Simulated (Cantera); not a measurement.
Cantera run:

```python
import numpy as np
import cantera as ct

gas_names = """
    NO O3 ZrO2 N2O O2
""".split()
cond_names = """
    ZrO2(a) ZrO2(b) ZrO2(L) ZrN(s) ZrN(L)
""".split()


# ... load() reads the species with a 1 bar reference pressure and builds the phases ...
species = {s.name: s for s in load("nasa_gas.yaml", gas_names) + load("nasa_condensed.yaml", cond_names)}
# Each term lists the table entries of one substance; the one whose range holds T is used.
reactions = {
    'ZrO2 + NO(g) = O3(g) + ZrN':
        [(-1, ['ZrO2(a)', 'ZrO2(b)', 'ZrO2(L)']), (-1, ['NO']), (1, ['O3']), (1, ['ZrN(s)', 'ZrN(L)'])],
    '4 ZrO2(g) + 2 N2O(g) = 4 ZrN + 5 O2(g)':
        [(-4, ['ZrO2']), (-2, ['N2O']), (4, ['ZrN(s)', 'ZrN(L)']), (5, ['O2'])],
}


def pick(names, T):
    return next(species[n] for n in names if species[n].thermo.min_temp <= T <= species[n].thermo.max_temp)


results = []
for label, terms in reactions.items():
    print(label)
    print("     T/K   dH/kJ  dS/(J/K)   dG/kJ   log10 K")
    for T in [723, 923, 1123, 1323, 1523, 1723, 1923, 2123, 2323, 2523]:
        used = [(nu, pick(names, T)) for nu, names in terms]
        dH = sum(nu * s.thermo.h(T) for nu, s in used) / 1e6
        dS = sum(nu * s.thermo.s(T) for nu, s in used) / 1e3
        dG = dH - T * dS / 1e3
        logK = -dG * 1e6 / (ct.gas_constant * T * np.log(10))
        results.append((label, T, dH, dS, dG, logK, [s.name for _, s in used]))
        print(f"{T:8g} {dH:8.1f} {dS:8.1f} {dG:8.1f} {logK:8.2f}")
```

Result:

```
ZrO2 + NO(g) = O3(g) + ZrN
     T/K   dH/kJ  dS/(J/K)   dG/kJ   log10 K
     723    781.2     13.2    771.7   -55.75
     923    780.9     12.8    769.1   -43.52
    1123    780.6     12.5    766.5   -35.65
    1323    780.2     12.2    764.1   -30.17
    1523    774.2      8.1    761.8   -26.13
    1723    775.8      9.1    760.1   -23.04
    1923    778.3     10.5    758.2   -20.59
    2123    782.0     12.3    755.9   -18.60
    2323    786.9     14.5    753.2   -16.94
    2523    793.0     17.0    750.1   -15.53
4 ZrO2(g) + 2 N2O(g) = 4 ZrN + 5 O2(g)
     T/K   dH/kJ  dS/(J/K)   dG/kJ   log10 K
     723   -460.1   -313.2   -233.7    16.88
     923   -450.7   -301.7   -172.2     9.75
    1123   -440.6   -291.9   -112.9     5.25
    1323   -429.7   -282.9    -55.4     2.19
    1523   -417.7   -274.5      0.3    -0.01
    1723   -404.6   -266.4     54.4    -1.65
    1923   -390.2   -258.5    106.9    -2.90
    2123   -374.6   -250.8    157.8    -3.88
    2323   -357.7   -243.2    207.2    -4.66
    2523   -339.4   -235.6    255.1    -5.28
```

Source: NASA polynomial tables (part measured, part estimated), evaluated in Cantera. ZrN: taken at fixed stoichiometry. Condensed species are held in their standard states even where they would react or evaporate.
